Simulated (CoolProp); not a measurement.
Properties of sulfur dioxide at several states (Tc = 430.6 K, pc = 78.87 bar, ω = 0.256).

The numbers come from the reference Helmholtz-energy equation of state, Gao 2016 in CoolProp.

```
T (K)  p (bar)          phase       Z  Joule-Thomson coefficient (K/MPa)  isothermal compressibility (1/MPa)  fugacity coefficient
-----  -------  -------------  ------  ---------------------------------  ----------------------------------  --------------------
396        140         liquid  0.2492                             0.2565                            0.005984                0.2762
452.3     92.1  supercritical  0.5072                              9.041                              0.2928                0.6725
329.8      346         liquid  0.5967                            -0.2328                            0.001401               0.04689
441.3     0.24            gas  0.9990                              11.60                               41.71                0.9990
303      0.269            gas  0.9958                              36.47                               37.33                0.9958
```
